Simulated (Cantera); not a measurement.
**Gas activation for diamond growth**

An isothermal, constant-pressure homogeneous reactor starts with CH4 : H2 : H : N2 = 0.026 : 1 : 0.053 : 0.002 (molar parts), at 1550 K and 13300 Pa.

Detailed kinetics in Cantera: GRI-Mech 3.0 (53 species, 325 reactions). GRI-Mech 3.0 stops at C3 and has no aromatics, soot or wall deposition, so with more carbon than oxygen in the feed, carbon stays in small species such as C2H2 where larger ones or solid carbon would form.

```json
[
 {"t (s)": "8.00e-5", "x CH4": "0.0179", "x H2": "0.964", "x H": "0.0106", "x C2H": "2.68e-8", "x CH2": "1.28e-5", "x C2H4": "0.000284"},
 {"t (s)": "0.000205", "x CH4": "0.0195", "x H2": "0.971", "x H": "0.00447", "x C2H": "1.49e-8", "x CH2": "4.08e-6", "x C2H4": "0.000276"},
 {"t (s)": "0.000528", "x CH4": "0.0202", "x H2": "0.974", "x H": "0.00177", "x C2H": "6.96e-9", "x CH2": "9.03e-7", "x C2H4": "0.000243"},
 {"t (s)": "0.00136", "x CH4": "0.0205", "x H2": "0.975", "x H": "0.000698", "x C2H": "3.05e-9", "x CH2": "1.67e-7", "x C2H4": "0.000200"},
 {"t (s)": "0.00348", "x CH4": "0.0205", "x H2": "0.975", "x H": "0.000284", "x C2H": "1.33e-9", "x CH2": "2.96e-8", "x C2H4": "0.000150"},
 {"t (s)": "0.00894", "x CH4": "0.0205", "x H2": "0.975", "x H": "0.000130", "x C2H": "6.32e-10", "x CH2": "6.33e-9", "x C2H4": "0.000103"},
 {"t (s)": "0.0230", "x CH4": "0.0205", "x H2": "0.975", "x H": "8.49e-5", "x C2H": "4.26e-10", "x CH2": "2.73e-9", "x C2H4": "6.95e-5"},
 {"t (s)": "0.0590", "x CH4": "0.0205", "x H2": "0.976", "x H": "8.05e-5", "x C2H": "4.14e-10", "x CH2": "2.45e-9", "x C2H4": "5.69e-5"},
 {"t (s)": "0.152", "x CH4": "0.0203", "x H2": "0.976", "x H": "8.05e-5", "x C2H": "4.32e-10", "x CH2": "2.43e-9", "x C2H4": "5.80e-5"},
 {"t (s)": "0.389", "x CH4": "0.0198", "x H2": "0.976", "x H": "8.07e-5", "x C2H": "4.78e-10", "x CH2": "2.39e-9", "x C2H4": "6.23e-5"},
 {"t (s)": "1.00", "x CH4": "0.0188", "x H2": "0.976", "x H": "8.10e-5", "x C2H": "5.87e-10", "x CH2": "2.28e-9", "x C2H4": "7.27e-5"}
]
```
x: mole fraction; the columns are a selection and need not sum to one.

Equilibrium at this temperature and pressure: CH4 0.00591, H2 0.983, H 8.61e-5, C2H 1.82e-9, CH2 8.10e-10, C2H4 0.000186 (gas phase only).
